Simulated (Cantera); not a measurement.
Thermodynamics of aluminium nitride and oxide growth, feed Al + N2

A closed system holds: 1 mol Al, 2.1 mol N2, at 1875 °C.

Method: chemical equilibrium by Gibbs-energy minimisation in Cantera with the NASA 1993 tables (ideal gas, pure condensed phases). Candidate condensed phases: Al, AlN; 5 gas species. Rates play no part.

| P (Pa) | x N2 | x Al | x Al2 | x N | x AlN | n AlN(s) |
|---|---|---|---|---|---|---|
| 10 | 0.677 | 0.323 | 1.55e-6 | 5.44e-7 | 1.03e-9 | 0 |
| 28 | 0.677 | 0.323 | 4.33e-6 | 3.25e-7 | 1.72e-9 | 0 |
| 77 | 0.677 | 0.323 | 1.19e-5 | 1.96e-7 | 2.85e-9 | 0 |
| 220 | 0.677 | 0.323 | 3.40e-5 | 1.16e-7 | 4.82e-9 | 0 |
| 600 | 0.677 | 0.322 | 9.27e-5 | 7.02e-8 | 7.96e-9 | 0 |
| 1700 | 0.864 | 0.136 | 4.66e-5 | 4.71e-8 | 6.37e-9 | 0.727 |
| 4600 | 0.971 | 0.0288 | 5.66e-6 | 3.04e-8 | 2.35e-9 | 0.952 |
| 13000 | 0.994 | 0.00598 | 6.92e-7 | 1.83e-8 | 8.33e-10 | 0.990 |
| 36000 | 0.999 | 0.00130 | 8.99e-8 | 1.10e-8 | 3.01e-10 | 0.998 |
| 100000 | 1.000 | 0.000280 | 1.16e-8 | 6.61e-9 | 1.08e-10 | 1.000 |
x: gas mole fraction; n: condensed amount in mol.

From 10.0 Pa to 6.00 mbar nothing is condensed. From 17.0 mbar to 1.00 bar the condensed part is AlN(s). The main Al-bearing gas is Al throughout.
